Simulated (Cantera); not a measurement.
Input: 1 mol AlN, a varied amount of HCl, 8.8 mol N₂, held at 1.90 Pa.

Cantera equilibrium calculation (NASA polynomials, part measured and part estimated; ideal gas, pure solids and liquids). Candidate condensed phases: Al, AlCl₃, AlN, NH₄Cl; 20 gas species. The tables' values for AlCl₂ are old estimates. The numbers say what is thermodynamically allowed, not how fast it happens.

Problem. What condenses at these points (T in K, n(HCl) in mol): (1100, 24); (1000, 11); (1250, 2); (1400, 7); (900, 7)?

Solution. 
```
T (K)  n(HCl) in mol  condensed phases  Al condensed (%)
-----  -------------  ----------------  ----------------
1100              24          gas only               0.0
1000              11          gas only               0.0
1250               2               AlN              30.7
1400               7          gas only               0.0
900                7          gas only               0.0
```
